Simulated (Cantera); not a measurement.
A perfectly stirred reactor is fed with 2.13 % CO, 0.959 % O2, 0.0194 % H2O, 96.9 % N2, equivalence ratio 1.1, at 2.90 bar; it is held at 1298 K, and followed from long to short residence time.

Detailed kinetics in Cantera: GRI-Mech 3.0 (53 species, 325 reactions).

x: mole fraction; the columns are a selection and need not sum to one.

```
τ (s)      x CO      x O2     x H2O       x O      x H    x HO2    x CO2
------  -------  --------  --------  --------  -------  -------  -------
4.7     0.00223   4.53e-5  0.000179   3.29e-6  9.36e-6      ___   0.0193
1.4     0.00238  0.000117  0.000177   8.97e-6  1.37e-5      ___   0.0191
0.44    0.00276  0.000298  0.000174   2.21e-5  1.83e-5      ___   0.0188
0.14    0.00370  0.000758  0.000171   4.96e-5  2.23e-5      ___   0.0178
0.042   0.00602   0.00189  0.000169  0.000101  2.51e-5      ___   0.0155
0.013    0.0103   0.00398  0.000167  0.000168  2.57e-5      ___   0.0112
0.0039   0.0159   0.00678  0.000170  0.000207  2.19e-5  2.16e-6  0.00548
0.0012   0.0201   0.00894  0.000181  0.000126  9.41e-6  2.10e-6  0.00119
```

### Question
Fill in the missing entries.

### Answer

- 4.7, x HO2: 3.82e-8
- 1.4, x HO2: 9.50e-8
- 0.44, x HO2: 2.23e-7
- 0.14, x HO2: 4.90e-7
- 0.042, x HO2: 9.81e-7
- 0.013, x HO2: 1.61e-6
